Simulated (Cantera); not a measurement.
Source: NASA polynomial tables (part measured, part estimated), evaluated in Cantera. Values are per mole of reaction as written; species without (g) are pure solids or liquids, kept so even where they would boil at 1 bar.

Pb + Cl2(g) = PbCl2(g)

```json
[
 {"T (K)": "300", "ΔH° (kJ)": "?", "ΔS° (J/K)": "?", "ΔG° (kJ)": "?", "log10 K": "?", "condensed phases": "Pb(s)"},
 {"T (K)": "1250", "ΔH° (kJ)": "-186.9", "ΔS° (J/K)": "9.7", "ΔG° (kJ)": "-199.1", "log10 K": "8.32", "condensed phases": "Pb(l)"},
 {"T (K)": "1300", "ΔH° (kJ)": "-187.3", "ΔS° (J/K)": "9.4", "ΔG° (kJ)": "-199.5", "log10 K": "8.02", "condensed phases": "Pb(l)"},
 {"T (K)": "1350", "ΔH° (kJ)": "-187.7", "ΔS° (J/K)": "9.1", "ΔG° (kJ)": "-200.0", "log10 K": "7.74", "condensed phases": "Pb(l)"},
 {"T (K)": "1400", "ΔH° (kJ)": "-188.1", "ΔS° (J/K)": "8.8", "ΔG° (kJ)": "-200.5", "log10 K": "7.48", "condensed phases": "Pb(l)"},
 {"T (K)": "1450", "ΔH° (kJ)": "?", "ΔS° (J/K)": "?", "ΔG° (kJ)": "?", "log10 K": "?", "condensed phases": "Pb(l)"},
 {"T (K)": "1500", "ΔH° (kJ)": "-189.0", "ΔS° (J/K)": "8.2", "ΔG° (kJ)": "-201.3", "log10 K": "7.01", "condensed phases": "Pb(l)"},
 {"T (K)": "1550", "ΔH° (kJ)": "-189.4", "ΔS° (J/K)": "8.0", "ΔG° (kJ)": "-201.7", "log10 K": "6.80", "condensed phases": "Pb(l)"}
]
```

### Question
Complete the blanks.

### Answer

- 300, ΔH° (kJ): -174.1
- 300, ΔS° (J/K): 29.3
- 300, ΔG° (kJ): -182.9
- 300, log10 K: 31.84
- 1450, ΔH° (kJ): -188.6
- 1450, ΔS° (J/K): 8.5
- 1450, ΔG° (kJ): -200.9
- 1450, log10 K: 7.24
